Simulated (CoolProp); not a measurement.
Propylene along the isotherm 230.2 K: fugacity coefficient from the reference equation and from simpler models built on Tc = 364.2 K, pc = 4555 kPa, ω = 0.146; each cubic takes its own stable root.

Values from CoolProp's reference Helmholtz-energy equation of state, Lemmon 2013.

```csv
p (kPa),phase,reference,van der Waals,Redlich-Kwong,Soave-Redlich-Kwong,Peng-Robinson
21.6,gas,0.9931,0.9959,0.9943,0.9940,0.9938
34.9,gas,0.9888,0.9934,0.9907,0.9903,0.9899
56.4,gas,0.9819,0.9894,0.9850,0.9844,0.9837
91.1,gas,0.9708,0.9828,0.9759,0.9747,0.9737
147,liquid,0.8150,0.9723,0.9611,0.8135,0.8218
238,liquid,0.5050,0.9552,0.6375,0.5042,0.5092
384,liquid,0.3147,?,0.3974,0.3143,0.3172
621,liquid,0.1963,0.7733,0.2480,0.1961,0.1977
1000,liquid,0.1236,0.4908,0.1563,0.1236,0.1244
1620,liquid,0.07802,0.3139,0.09888,0.07814,0.07842
2620,liquid,0.05002,0.2055,0.06358,0.05021,0.05017
4230,liquid,0.03284,0.1394,0.04192,?,0.03283
6830,liquid,0.02233,0.09990,0.02871,?,?
```

**Question.** What belongs in the gaps?

**Answer.** 
- 384, van der Waals: 0.9277
- 4230, Soave-Redlich-Kwong: 0.03309
- 6830, Soave-Redlich-Kwong: 0.02263
- 6830, Peng-Robinson: 0.02220

At some of these states van der Waals, Redlich-Kwong gives the other phase, because its saturation line lies elsewhere.
